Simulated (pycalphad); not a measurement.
CALPHAD calculation (pycalphad, COST 507 light-alloy database (1999)), 1 atm. These are 1990s assessments: newer ones move some temperatures and phases. Phase fractions are per mole of atoms.

Task: Give the equilibrium state of Si-1.42C (at.%) at 2102 °C.

Result: liquid, fraction 0.984, with 0.61 C at.%; CSI, fraction 0.016, with 50.0 C at.%.

Task: Give the equilibrium state of Si-1.42C (at.%) at 677 °C.

Result: diamond (Si), fraction 0.972, with <0.01 C at.%; CSI, fraction 0.028, with 50.0 C at.%.

Database names, with the compositions (at.%) that they take in these runs: CSI: Si 50 C 50.
